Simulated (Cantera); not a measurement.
**Silicon nitride deposition: trisilylamine + N2 + H2**

Feed: 1 mol trisilylamine, 2.1 mol N2, 0.28 mol H2, at 1398 K and 1.00 Torr.

Cantera equilibrium calculation (NASA polynomials, part measured and part estimated; ideal gas, pure solids and liquids). Candidate condensed phases: Si, Si3N4; 18 gas species. The feed counts by its element totals alone. Rates play no part.

```
Quantity                             Result
--------------------------------  ---------
x(H2)                                 0.888
x(N2)                                 0.112
x(H)                               0.000122
n(Si3N4(s))                        1.00 mol
gas amount                        5.380 mol
log10 activity of Si(s) (absent)      -0.96
```
